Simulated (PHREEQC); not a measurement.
Solution (25 °C): 130 mmol/kgw NaH2PO4 and 0.017 mmol/kgw H4SiO4. Closed to the air; pH follows from the charge balance.

Computed with PHREEQC (ion-association model, phreeqc.dat).

```json
{
  "pH": "4.45",
  "ionic_strength": "0.131 mol/kgw",
  "specific_conductance": "8700 µS/cm",
  "density": "1.008 g/cm³"
}
```

```tsv
species	molality	activity	log γ
Na+	0.130	0.100	-0.113
H2PO4-	0.129	0.0996	-0.112
H3PO4	0.000505	0.000521	0.013
HPO4-2	0.000505	0.000174	-0.463
NaHPO4-	4.40e-5	3.40e-5	-0.112
H+	4.36e-5	3.55e-5	-0.089
H4SiO4	1.70e-5	1.75e-5	0.013
```

No solid was allowed to form.
